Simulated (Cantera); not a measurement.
Cantera run, input and output.

```python
import numpy as np
import cantera as ct

gas = ct.Solution("gri30.yaml")
gas.TPX = 1323, 100000, {'C2H6': 1.7, 'N2': 1.1}
inlet = ct.Reservoir(gas, clone=True)

reactor = ct.IdealGasConstPressureReactor(gas, energy="off", clone=False)
exhaust = ct.Reservoir(gas, clone=True)
tau = [14, 5.3, 2, 0.72, 0.27, 0.099, 0.037, 0.014, 0.005, 0.0019, 0.00069][0]
for a, b in ((inlet, reactor), (reactor, exhaust)):
    ct.MassFlowController(a, b, mdot=lambda t: reactor.mass / tau)
net = ct.ReactorNet([reactor])
show = ['C2H6', 'CH2', 'HCN', 'C2H2', 'C2H']

rows = []
print(f"{'tau/s':>10s}{'T/K':>9s}" + "".join(f"{s:>11s}" for s in show))
for tau in [14, 5.3, 2, 0.72, 0.27, 0.099, 0.037, 0.014, 0.005, 0.0019, 0.00069]:
    net.initial_time = 0.0
    net.advance(30 * tau)
    before = gas.X
    net.advance(40 * tau)
    drift = np.max(np.abs(gas.X - before) / (gas.X + 1e-9))
    rows.append([gas.T, *gas[show].X, drift])
    print(f"{tau:10.3e}{gas.T:9.1f}" + "".join(f"{x:11.3e}" for x in gas[show].X))
```

Output:

```
     tau/s      T/K       C2H6        CH2        HCN       C2H2        C2H
 1.400e+01   1323.0  1.293e-03  9.379e-11  9.434e-11  1.528e-01  4.588e-10
 5.300e+00   1323.0  1.794e-03  1.363e-10  6.500e-11  1.522e-01  5.895e-10
 2.000e+00   1323.0  2.590e-03  2.055e-10  4.750e-11  1.503e-01  7.718e-10
 7.200e-01   1323.0  4.007e-03  3.251e-10  3.576e-11  1.459e-01  1.020e-09
 2.700e-01   1323.0  6.515e-03  5.200e-10  2.841e-11  1.376e-01  1.296e-09
 9.900e-02   1323.0  1.163e-02  8.692e-10  2.349e-11  1.223e-01  1.552e-09
 3.700e-02   1323.0  2.238e-02  1.482e-09  2.023e-11  9.856e-02  1.645e-09
 1.400e-02   1323.0  4.599e-02  2.552e-09  1.769e-11  6.814e-02  1.447e-09
 5.000e-03   1323.0  1.032e-01  4.477e-09  1.512e-11  3.648e-02  9.584e-10
 1.900e-03   1323.0  2.108e-01  7.157e-09  1.304e-11  1.574e-02  5.076e-10
 6.900e-04   1323.0  3.676e-01  1.015e-08  1.164e-11  4.968e-03  2.328e-10
```

Cantera simulation using GRI-Mech 3.0 (53 species, 325 reactions); the numbers are that mechanism's predictions, not measurements. GRI-Mech 3.0 stops at C3 and has no aromatics, soot or wall deposition, so with more carbon than oxygen in the feed, carbon stays in small species such as C2H2 where larger ones or solid carbon would form.
